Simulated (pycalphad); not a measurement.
Source of the numbers: pycalphad with the COST 507 light-alloy database (1999); pressure 1 atm. No gas phase is included, though pure Mg would boil below 1377 °C. The data set is of 1999 and partly superseded. Diffusion is slow at the low end, where real alloys seldom reach equilibrium.

Molar enthalpy of Mg-2.35Si-0.74Al (at.%) in equilibrium (SER reference):

| T (°C) | H (kJ/mol) | phases |
|---|---|---|
| 1377 | 50.54 | liquid |
| 1302 | 47.98 | liquid |
| 1227 | 45.42 | liquid |
| 1152 | 42.86 | liquid |
| 1077 | 40.30 | liquid |
| 1002 | 37.74 | liquid |
| 927 | 35.18 | liquid |
| 852 | 32.62 | liquid |
| 777 | 30.07 | liquid |
| 727 | 28.36 | liquid |
| 702 | 27.51 | liquid |
| 627 | 16.19 | hcp + liquid + MG2SI |
| 602 | 14.61 | hcp + MG2SI |
| 577 | 13.83 | hcp + MG2SI |
| 552 | 13.07 | hcp + MG2SI |
| 477 | 10.81 | hcp + MG2SI |
| 402 | 8.63 | hcp + MG2SI |
| 327 | 6.50 | hcp + MG2SI |
| 252 | 4.44 | hcp + MG2SI |
| 177 | 2.42 | hcp + MG2SI |
| 102 | 0.47 | hcp + MG2SI |

Cooling from 702 °C to 602 °C, across the freezing range, releases 12.9 kJ/mol, or 528 J/g. The slope is 34 J/(mol K) in the liquid and 31 J/(mol K) just below the solidus, where it includes any heat of precipitation. Liquidus 695 °C, solidus 624 °C. Changes were sought between steps of 25 K, so a narrower field can be missed.

Database names, with the compositions (at.%) that they take in these runs: MG2SI: Mg 67 Si 33.
